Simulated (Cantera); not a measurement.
Input (Python, Cantera) and output of one run.

```python
import numpy as np
import cantera as ct

gas_names = """
    C CO CO2 C2 C2O C3 C3O2 C4 C5 Mg MgO Mg2 O O2 O3
""".split()
cond_names = """
    C(gr) Mg(cr) Mg(L) MgCO3(s) MgO(s) MgO(L)
""".split()


# ... load() reads the species with a 1 bar reference pressure and builds the phases ...
atoms = {
    'MgO': {'Mg': 1, 'O': 1},
    'CO': {'C': 1, 'O': 1},
}
top_T = {'C(gr)': 4500}  # K; cautious upper limits of use, not melting points


# ... equilibrate(T, P, feed) seeds the gas with the atoms and calls Mixture.equilibrate('TP', solver="vcs", rtol=1e-11, max_steps=5000) ...
results = []
feed = {'MgO': 1, 'CO': 9.7}  # mol
P = 940000  # Pa
for T in [1975, 2025, 2075, 2125, 2175, 2225, 2275, 2325, 2375, 2425, 2475]:
    mix = equilibrate(T, P, feed)
    results.append((T, P, feed, dict(zip(mix.species_names, mix.species_moles))))
    x = sorted(zip(gas.X, gas.species_names), reverse=True)
    print(f"T = {T:g} K  P = {P:g} Pa  gas = {mix.phase_moles(0):.4g} mol")
    print("   x: " + "  ".join(f"{s} {v:.3e}" for v, s in x if v > 1e-06))
    print("   condensed (mol): " + ("  ".join(f"{mix.phase(i).name} {mix.phase_moles(i):.4g}"
          for i in range(1, mix.n_phases) if mix.phase_moles(i) > 1e-12) or "none"))
```

Output:

```
T = 1975 K  P = 940000 Pa  gas = 9.705 mol
   x: CO 9.990e-01  CO2 5.005e-04  Mg 5.005e-04
   condensed (mol): MgO(s) 0.9951
T = 2025 K  P = 940000 Pa  gas = 9.707 mol
   x: CO 9.986e-01  CO2 7.012e-04  Mg 7.012e-04
   condensed (mol): MgO(s) 0.9932
T = 2075 K  P = 940000 Pa  gas = 9.709 mol
   x: CO 9.981e-01  CO2 9.662e-04  Mg 9.662e-04
   condensed (mol): MgO(s) 0.9906
T = 2125 K  P = 940000 Pa  gas = 9.713 mol
   x: CO 9.974e-01  CO2 1.311e-03  Mg 1.311e-03
   condensed (mol): MgO(s) 0.9873
T = 2175 K  P = 940000 Pa  gas = 9.717 mol
   x: CO 9.965e-01  CO2 1.753e-03  Mg 1.753e-03
   condensed (mol): MgO(s) 0.983
T = 2225 K  P = 940000 Pa  gas = 9.722 mol
   x: CO 9.954e-01  CO2 2.312e-03  Mg 2.312e-03
   condensed (mol): MgO(s) 0.9775
T = 2275 K  P = 940000 Pa  gas = 9.729 mol
   x: CO 9.940e-01  CO2 3.011e-03  Mg 3.011e-03
   condensed (mol): MgO(s) 0.9707
T = 2325 K  P = 940000 Pa  gas = 9.738 mol
   x: CO 9.922e-01  Mg 3.875e-03  CO2 3.875e-03
   condensed (mol): MgO(s) 0.9623
T = 2375 K  P = 940000 Pa  gas = 9.748 mol
   x: CO 9.901e-01  Mg 4.933e-03  CO2 4.933e-03  MgO 1.073e-06
   condensed (mol): MgO(s) 0.9519
T = 2425 K  P = 940000 Pa  gas = 9.761 mol
   x: CO 9.876e-01  Mg 6.213e-03  CO2 6.212e-03  MgO 2.113e-06
   condensed (mol): MgO(s) 0.9393
T = 2475 K  P = 940000 Pa  gas = 9.776 mol
   x: CO 9.845e-01  Mg 7.747e-03  CO2 7.747e-03  MgO 4.047e-06
   condensed (mol): MgO(s) 0.9242
```

Method: chemical equilibrium by Gibbs-energy minimisation in Cantera with the NASA 1993 tables (ideal gas, pure condensed phases).
